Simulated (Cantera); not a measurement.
Feed: 1 mol BF3, 0.51 mol O2, 0.12 mol N2, equilibrated at 4.05 Torr.

Equilibrium computed with Cantera from the NASA thermochemical tables; the gas is ideal and each condensed phase is pure. Candidate condensed phases: B, BN, B2O3; 31 gas species. Equilibrium is a limit: real reactors are often held back by kinetics, nucleation or transport.

Problem. At 1077 °C, list the 4 most abundant gas species with their mole fractions, and the condensed phases.

Solution. BF3 0.613, O2 0.313, N2 0.0735, NO 0.000202. Condensed: gas only.
